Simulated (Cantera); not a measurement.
Input: 1 mol CuO, 3.7 mol CH4, 1.2 mol N2, equilibrated at 825 K and 5.60 bar.

Cantera equilibrium calculation (NASA polynomials, part measured and part estimated; ideal gas, pure solids and liquids). Candidate condensed phases: C, C6H6, C7H8, C8H18, Cu, CuO, Cu(OH)2, Cu2O, H2O; 139 gas species. Equilibrium is a limit: real reactors are often held back by kinetics, nucleation or transport.

Base state: CH4 0.385, H2 0.276, N2 0.190, H2O 0.130, CO2 0.0112, CO 0.00667, NH3 0.000828, C2H6 1.49e-5 (mole fractions); condensed: C(graphite) + Cu(s).

**Question.** What changes in the equilibrium state with this change: CH4 from 3.7 to 2 mol?

**Answer.** 
```json
[
 {"species": "N2", "before": "0.190", "after": "0.285"},
 {"species": "CH4", "before": "0.385", "after": "0.273"},
 {"species": "H2", "before": "0.276", "after": "0.232"},
 {"species": "CO2", "before": "0.0112", "after": "0.0277"},
 {"species": "CO", "before": "0.00667", "after": "0.0105"},
 {"species": "H2O", "before": "0.130", "after": "0.172"},
 {"species": "C2H6", "before": "1.49e-5", "after": "8.89e-6"},
 {"species": "NH3", "before": "0.000828", "after": "0.000781"},
 {"species": "C(graphite), mol", "before": "1.17", "after": "0.692"},
 {"species": "Cu(s), mol", "before": "1.00", "after": "1.00"}
]
```
